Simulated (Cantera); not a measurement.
## Carbothermic reduction: TiO₂ + C + H₂

Input: 1 mol TiO₂, 3.8 mol C, 13 mol H₂, equilibrated at 0.140 bar.

Equilibrium computed with Cantera from the NASA thermochemical tables; the gas is ideal and each condensed phase is pure. Candidate condensed phases: C, C₆H₆, C₇H₈, C₈H₁₈, H₂O, Ti, TiC, TiO, TiO₂, Ti₂O₃, Ti₃O₅, Ti₄O₇; 113 gas species. TiC: taken at fixed stoichiometry. Kinetics and transport are ignored.

From 1548 K to 2073 K the condensed part is C(graphite) + TiC(s).

```tsv
T (K)	x H₂	x CO	x H	x C₂H₂ (acetylene)	x CH₄	x H₂O	n C(graphite)	n TiC(s)
1548	0.866	0.133	7.66e-5	1.36e-5	0.000216	1.99e-5	0.797	1.00
1623	0.866	0.133	0.000172	3.02e-5	0.000156	1.22e-5	0.797	1.00
1698	0.866	0.133	0.000360	6.24e-5	0.000116	7.89e-6	0.796	1.00
1773	0.866	0.133	0.000707	0.000121	8.85e-5	5.28e-6	0.795	1.00
1848	0.865	0.133	0.00132	0.000223	6.90e-5	3.65e-6	0.792	1.00
1923	0.864	0.133	0.00234	0.000390	5.49e-5	2.60e-6	0.787	1.00
1998	0.862	0.133	0.00398	0.000654	4.44e-5	1.90e-6	0.780	1.00
2073	0.859	0.133	0.00652	0.00105	3.64e-5	1.42e-6	0.768	1.00
```
x: gas mole fraction; n: condensed amount in mol.
